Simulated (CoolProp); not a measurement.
n-perfluoropentane at 298.15 K and 0.0595 MPa is compressed adiabatically to 0.244 MPa with isentropic efficiency 0.85. Each further row changes one setting.

Values from CoolProp's reference Helmholtz-energy equation of state, Gao 2022.

```json
[
 {"case": "as stated", "work (kJ/kg)": "?", "final phase": "?", "final density (kg/m³)": "32.5"},
 {"case": "efficiency 1", "work (kJ/kg)": "11.4", "final phase": "two-phase, vapour fraction 0.859", "final density (kg/m³)": "33.4"},
 {"case": "efficiency 0.65", "work (kJ/kg)": "?", "final phase": "?", "final density (kg/m³)": "30.8"}
]
```

What belongs in the gaps?


- as stated, work (kJ/kg): 13.4
- as stated, final phase: two-phase, vapour fraction 0.883
- efficiency 0.65, work (kJ/kg): 17.5
- efficiency 0.65, final phase: two-phase, vapour fraction 0.933
